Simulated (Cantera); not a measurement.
Charge: 1 mol Ta2O5, 4.7 mol CO.

Cantera equilibrium calculation (NASA polynomials, part measured and part estimated; ideal gas, pure solids and liquids). Candidate condensed phases: C, Ta, TaC, Ta2O5; 15 gas species. Mutual solubility and eutectic melting of coexisting phases are not modelled. TaC: taken at fixed stoichiometry. Condensed phases not in the tables: Ta2C, N, O or C dissolved in the metal. Equilibrium is a limit: real reactors are often held back by kinetics, nucleation or transport.

Stable condensed phases, one row left out:

```
T in K \ P in Pa
              10      32     100     320    1000    3200   10000   32000  100000  320000 1000000
   2600        A       A       B       B       B       B       B       B       C       C       C
   2400        A       B       B       B       B       B       B       C       C       C       C
   2200        B       B       B       B       B       C       C       C       C       C       C
   2000        B       B       B       D       C       C       C       C       C       C       C
   1800        B       C       C       C       C       C       C       C       C       C       C
   1600        B       C       C       C       C       C       C       C       C       C       C
   1200        C       C       C       C       C       C       E       E       E       E       E
   1000        C       C       E       E       E       E       E       E       E       E       E
    800        E       E       E       E       E       E       E       E       E       E       E
```

A: gas only; B: Ta2O5; C: TaC + Ta2O5; D: Ta + Ta2O5; E: C + Ta2O5.

### Question
Give the row for 1400 K.

### Answer
10: TaC + Ta2O5; 32: TaC + Ta2O5; 100: TaC + Ta2O5; 320: TaC + Ta2O5; 1000: TaC + Ta2O5; 3200: TaC + Ta2O5; 10000: TaC + Ta2O5; 32000: TaC + Ta2O5; 100000: TaC + Ta2O5; 320000: C + Ta2O5; 1000000: C + Ta2O5.
